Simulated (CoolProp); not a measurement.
Properties of R124 along the isobar 19.4 MPa.

Model: reference Helmholtz-energy equation of state, de Vries 1995, in CoolProp.

```csv
T (K),phase,cp (kJ/(kg K)),expansivity (1/kK),conductivity (mW/(m K))
292.5,liquid,1.064,1.769,81.5
311.4,liquid,1.087,1.879,76.4
330.3,liquid,…,2.007,…
349.2,liquid,1.136,2.157,67.4
368.1,liquid,1.162,2.331,63.6
387.1,liquid,1.189,…,…
406,supercritical,…,2.758,57.6
424.9,supercritical,…,3.002,…
443.8,supercritical,…,3.247,53.8
```

Q: Complete the blanks.

A: 
- 330.3, cp (kJ/(kg K)): 1.111
- 330.3, conductivity (mW/(m K)): 71.6
- 387.1, expansivity (1/kK): 2.532
- 387.1, conductivity (mW/(m K)): 60.3
- 406, cp (kJ/(kg K)): 1.217
- 424.9, cp (kJ/(kg K)): 1.245
- 424.9, conductivity (mW/(m K)): 55.5
- 443.8, cp (kJ/(kg K)): 1.272

Thermal conductivity comes from a separate model (Huber 2003), an estimate that may be off by 10 % or more.
